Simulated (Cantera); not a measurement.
A freely propagating, adiabatic, planar premixed flame of 6.33 % C2H4, 16.2 % O2, 73.0 % N2, 4.46 % CO2, equivalence ratio 1.2, unburnt at 350 K and 760 Torr; mixture-averaged transport, grid criteria slope 0.08 and curve 0.16, no radiation.

Model: GRI-Mech 3.0 (53 species, 325 reactions), integrated in Cantera. GRI-Mech 3.0 was tuned for natural gas; its chemistry of ethylene as a main component is partial and can be far from experiment. Burning velocities carry a grid error of a few per cent, more on coarse grids.

x: mole fraction of selected species; z is measured from the peak of heat release.

| z (mm) | T (K) | u (m/s) | x C2H4 | x O2 | x CO2 | x CH4 | x C2H | x HCN |
|---|---|---|---|---|---|---|---|---|
| -0.920 | 350 | 0.701 | 0.0632 | 0.162 | 0.0446 | 1.29e-7 | <1e-8 | <1e-8 |
| -0.613 | 351 | 0.702 | 0.0632 | 0.162 | 0.0445 | 1.38e-6 | <1e-8 | <1e-8 |
| -0.460 | 353 | 0.708 | 0.0631 | 0.162 | 0.0445 | 6.40e-6 | <1e-8 | <1e-8 |
| -0.307 | 376 | 0.758 | 0.0625 | 0.160 | 0.0444 | ___ | <1e-8 | 1.06e-8 |
| -0.153 | 696 | 1.42 | 0.0517 | 0.135 | 0.0459 | 0.000722 | <1e-8 | 3.36e-7 |
| -0.0766 | 1111 | 2.31 | 0.0319 | 0.0986 | 0.0509 | 0.00154 | 1.65e-8 | 1.11e-6 |
| 0 | 1491 | 3.15 | 0.0108 | 0.0600 | 0.0595 | 0.00138 | 8.73e-7 | 2.69e-6 |
| 0.0766 | 1707 | 3.62 | 0.00149 | 0.0340 | 0.0698 | 0.000480 | 2.53e-6 | 4.32e-6 |
| 0.153 | 1787 | 3.79 | ___ | ___ | ___ | ___ | ___ | ___ |
| 0.307 | 1836 | 3.87 | 1.07e-7 | 0.0126 | 0.0940 | 7.86e-7 | <1e-8 | 1.02e-6 |
| 0.613 | 1888 | 3.96 | <1e-8 | 0.00911 | 0.103 | <1e-8 | <1e-8 | 7.90e-8 |
| 1.23 | 1945 | 4.06 | <1e-8 | 0.00695 | 0.107 | <1e-8 | <1e-8 | <1e-8 |
| 2.45 | 2005 | 4.17 | <1e-8 | 0.00480 | 0.111 | <1e-8 | <1e-8 | <1e-8 |

Task: Some entries are withheld; supply them.

Result: 
- -0.307, x CH4: 5.73e-5
- 0.153, x C2H4: 8.90e-5
- 0.153, x O2: 0.0210
- 0.153, x CO2: 0.0800
- 0.153, x CH4: 7.98e-5
- 0.153, x C2H: 7.78e-7
- 0.153, x HCN: 3.59e-6
